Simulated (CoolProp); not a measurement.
Saturation properties of benzene.

The numbers come from the reference Helmholtz-energy equation of state, Thol 2012 in CoolProp.

| T (K) | p (MPa) | vapour density (kg/m³) | enthalpy of vaporisation (kJ/kg) | liquid cp (kJ/(kg K)) | surface tension (mN/m) |
|---|---|---|---|---|---|
| 338.2 | 0.06227 | 1.772 | 404.7 | 1.855 | 23.0 |
| 352.9 | 0.1003 | 2.765 | 393.9 | 1.904 | 21.1 |
| 367.6 | 0.1546 | 4.142 | 382.8 | 1.955 | 19.3 |
| 382.3 | 0.2293 | 5.998 | 371.3 | 2.008 | 17.5 |
| 397 | 0.3288 | 8.438 | 359.3 | 2.063 | 15.7 |
| 411.7 | 0.4579 | 11.59 | 346.7 | 2.121 | 14.0 |
| 426.4 | 0.6219 | 15.59 | 333.3 | 2.183 | 12.3 |
| 441.1 | 0.8260 | 20.64 | 319.0 | 2.249 | 10.7 |
| 455.8 | 1.076 | 26.96 | 303.5 | 2.323 | 9.08 |

It boils at 353.2 K under 1 atm.

Surface tension comes from a separate correlation (Mulero 2012).
